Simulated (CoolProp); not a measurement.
Properties of ethylbenzene along the isotherm 620 K.

The numbers come from the reference Helmholtz-energy equation of state, Zhou 2012 in CoolProp.

```json
[
 {"p (MPa)": "0.00573", "phase": "gas", "density (kg/m³)": "0.1181", "cp (kJ/(kg K))": "2.278", "Joule-Thomson coefficient (K/MPa)": "6.865", "conductivity (mW/(m K))": "43.6", "fugacity coefficient": "0.9994"},
 {"p (MPa)": "0.00841", "phase": "gas", "density (kg/m³)": "0.1733", "cp (kJ/(kg K))": "2.279", "Joule-Thomson coefficient (K/MPa)": "6.867", "conductivity (mW/(m K))": "43.6", "fugacity coefficient": "0.9992"},
 {"p (MPa)": "0.0123", "phase": "gas", "density (kg/m³)": "0.2536", "cp (kJ/(kg K))": "2.279", "Joule-Thomson coefficient (K/MPa)": "6.871", "conductivity (mW/(m K))": "43.6", "fugacity coefficient": "0.9988"},
 {"p (MPa)": "0.0181", "phase": "gas", "density (kg/m³)": "0.3734", "cp (kJ/(kg K))": "2.279", "Joule-Thomson coefficient (K/MPa)": "6.876", "conductivity (mW/(m K))": "43.6", "fugacity coefficient": "0.9982"},
 {"p (MPa)": "0.0266", "phase": "gas", "density (kg/m³)": "0.5492", "cp (kJ/(kg K))": "2.280", "Joule-Thomson coefficient (K/MPa)": "6.884", "conductivity (mW/(m K))": "43.7", "fugacity coefficient": "0.9974"},
 {"p (MPa)": "0.039", "phase": "gas", "density (kg/m³)": "0.8063", "cp (kJ/(kg K))": "2.280", "Joule-Thomson coefficient (K/MPa)": "6.896", "conductivity (mW/(m K))": "43.7", "fugacity coefficient": "0.9962"},
 {"p (MPa)": "0.0573", "phase": "gas", "density (kg/m³)": "1.187", "cp (kJ/(kg K))": "2.282", "Joule-Thomson coefficient (K/MPa)": "6.913", "conductivity (mW/(m K))": "43.7", "fugacity coefficient": "0.9944"},
 {"p (MPa)": "0.0841", "phase": "gas", "density (kg/m³)": "1.746", "cp (kJ/(kg K))": "2.283", "Joule-Thomson coefficient (K/MPa)": "6.938", "conductivity (mW/(m K))": "43.7", "fugacity coefficient": "0.9918"},
 {"p (MPa)": "0.123", "phase": "gas", "density (kg/m³)": "2.564", "cp (kJ/(kg K))": "2.286", "Joule-Thomson coefficient (K/MPa)": "6.976", "conductivity (mW/(m K))": "43.8", "fugacity coefficient": "0.9880"},
 {"p (MPa)": "0.181", "phase": "gas", "density (kg/m³)": "3.795", "cp (kJ/(kg K))": "2.289", "Joule-Thomson coefficient (K/MPa)": "7.032", "conductivity (mW/(m K))": "43.8", "fugacity coefficient": "0.9824"},
 {"p (MPa)": "0.266", "phase": "gas", "density (kg/m³)": "5.626", "cp (kJ/(kg K))": "2.295", "Joule-Thomson coefficient (K/MPa)": "7.118", "conductivity (mW/(m K))": "43.9", "fugacity coefficient": "0.9742"},
 {"p (MPa)": "0.39", "phase": "gas", "density (kg/m³)": "8.357", "cp (kJ/(kg K))": "2.304", "Joule-Thomson coefficient (K/MPa)": "7.250", "conductivity (mW/(m K))": "44.1", "fugacity coefficient": "0.9623"},
 {"p (MPa)": "0.573", "phase": "gas", "density (kg/m³)": "12.52", "cp (kJ/(kg K))": "2.318", "Joule-Thomson coefficient (K/MPa)": "7.458", "conductivity (mW/(m K))": "44.3", "fugacity coefficient": "0.9448"},
 {"p (MPa)": "0.841", "phase": "gas", "density (kg/m³)": "18.95", "cp (kJ/(kg K))": "2.341", "Joule-Thomson coefficient (K/MPa)": "7.797", "conductivity (mW/(m K))": "44.6", "fugacity coefficient": "0.9194"},
 {"p (MPa)": "1.23", "phase": "gas", "density (kg/m³)": "29.10", "cp (kJ/(kg K))": "2.383", "Joule-Thomson coefficient (K/MPa)": "8.382", "conductivity (mW/(m K))": "45.1", "fugacity coefficient": "0.8830"},
 {"p (MPa)": "1.81", "phase": "gas", "density (kg/m³)": "46.64", "cp (kJ/(kg K))": "2.474", "Joule-Thomson coefficient (K/MPa)": "9.547", "conductivity (mW/(m K))": "46.0", "fugacity coefficient": "0.8294"}
]
```

Thermal conductivity comes from a separate model (Mylona 2014).
